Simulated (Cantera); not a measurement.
Charge: 1 mol Si, 0.83 mol Cl₂, 8 mol H₂, held at 18000 Pa.

These are equilibrium values from Cantera (NASA tables, ideal gas, pure condensed phases), not measurements of a reactor. Candidate condensed phases: Si; 19 gas species. Kinetics and transport are ignored.

Over these rows the condensed part is Si(s). Partial pressures as log10 of bar:

| T (K) | 1000/T (1/K) | log p SiCl₄ | log p H₂ | log p HCl | log p SiCl₂ |
|---|---|---|---|---|---|
| 1325 | 0.7547 | -2.74 | -0.80 | -1.85 | -2.47 |
| 1375 | 0.7273 | -2.95 | -0.80 | -1.81 | -2.35 |
| 1425 | 0.7018 | ? | -0.81 | -1.78 | -2.27 |
| 1475 | 0.6780 | -3.47 | -0.81 | -1.76 | -2.22 |
| 1525 | 0.6557 | -3.75 | -0.81 | -1.75 | -2.18 |
| 1575 | 0.6349 | -4.03 | -0.81 | -1.75 | -2.16 |

Problem. Fit log p(SiCl₄) = a + b·(1000/T) to the five rows, give the apparent enthalpy, and predict the row at 1425 K.

Solution. Means: 1000/T = 0.6901, log p = -3.388. Sxy = 0.107038, Sxx = 0.0099338, so b = 10.78 and a = -3.388 − (10.78)×0.6901 = -10.83.
Apparent enthalpy: −19.145 × (10.78) = -206 kJ/mol. With the condensed phases at unit activity, 2 SiCl₂(g) = SiCl₄(g) + Si(s) links this pressure to the main gases: over the six rows their terms move log p by +0.62 in all, so the slope isn't that reaction's ΔH° alone. The five rows lie within 0.05 of the line.
Prediction at 1425 K: -10.83 + (10.78)×0.7018 = -3.26. The computed value is -3.20, 0.06 from the line.
